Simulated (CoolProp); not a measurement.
A closed Brayton cycle with carbon dioxide: compressor inlet 321.15 K and 7.6 MPa, high pressure 15.2 MPa, turbine inlet 760 K, compressor efficiency 0.85, turbine efficiency 0.9, recuperator effectiveness 0.95 (on enthalpy, no pinch check). Each further row changes one setting.

Values from CoolProp's reference Helmholtz-energy equation of state, Span 1996.

| case | thermal efficiency (%) | net work (kJ/kg) | compressor to turbine work | compressor exit (K) | turbine exit (K) |
|---|---|---|---|---|---|
| as stated | 31.9 | 51.1 | 0.40 | 379.4 | 680.8 |
| turbine inlet 710 K | 29.6 | 44.7 | 0.43 | 379.4 | 633.8 |
| compressor inlet 331.15 K | 31.0 | 46.8 | 0.45 | 392.9 | 680.8 |
| high pressure 12.9 MPa | 30.6 | 40.7 | 0.38 | 365.2 | 699.2 |
| recuperator effectiveness 0.5 | 16.2 | 51.1 | 0.40 | 379.4 | 680.8 |
